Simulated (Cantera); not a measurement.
Charge: 1 mol borazine, 2.3 mol NH3, 44 mol H2, 0.064 mol O2, equilibrated at 1973.15 K and 75.0 Torr.

Cantera equilibrium calculation (NASA polynomials, part measured and part estimated; ideal gas, pure solids and liquids). Candidate condensed phases: B, BN, B2O3, B3O3H3, H2O; 39 gas species. The feed counts by its element totals alone. The tables' values for BH2 are old estimates; treat these amounts as uncertain. The numbers say what is thermodynamically allowed, not how fast it happens.

Base state: H2 0.970, N2 0.0234, H 0.00421, HBO 0.00228, BO 0.000147, BH2 7.10e-5, B2O2 1.52e-5 (mole fractions); condensed: BN(s).

Problem. What changes in the equilibrium state with this change: temperature from 1973.15 K to 1550 K?

Solution. 
```json
[
 {"species": "H2", "before": "0.970", "after": "0.975"},
 {"species": "N2", "before": "0.0234", "after": "0.0230"},
 {"species": "HBO", "before": "0.00228", "after": "0.000999"},
 {"species": "H", "before": "0.00421", "after": "9.83e-5"},
 {"species": "BH2", "before": "7.10e-5", "after": "4.66e-8"},
 {"species": "B2O3", "before": "1.39e-7", "after": "2.96e-5"},
 {"species": "HBO2", "before": "2.99e-6", "after": "0.000505"},
 {"species": "BO", "before": "0.000147", "after": "2.45e-6"},
 {"species": "H2O", "before": "6.43e-6", "after": "0.000363"},
 {"species": "BN(s), mol", "before": "2.87", "after": "2.92"}
]
```
